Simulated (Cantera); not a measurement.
Gas mixture: 60.5 % CH₄, 29.3 % C₂H₄, 10.2 % C₂H₂, at 750 Torr, frozen composition.

Cantera's kinetic-theory transport with the Lennard-Jones parameters of GRI-Mech 3.0, ideal gas; thermal conductivity in the multicomponent form. The composition is frozen, though it would react at the higher temperatures.

One state of this run: ρ (kg/m³) = 0.206; cp (J/kg/K) = 4197; μ (µPa s) = 31.9; λ (mW/m/K) = 186; Pr = 0.719; D (cm²/s) CO₂ = 1.77; D (cm²/s) CH₄ = 2.03; D (cm²/s) H₂ = 7.23. D: mixture-averaged diffusion coefficient of that species in the mixture.

Q: Which value of T (K) does it belong to?
(A) 800
(B) 400
(C) 1200
(D) 600

A: C, 1200
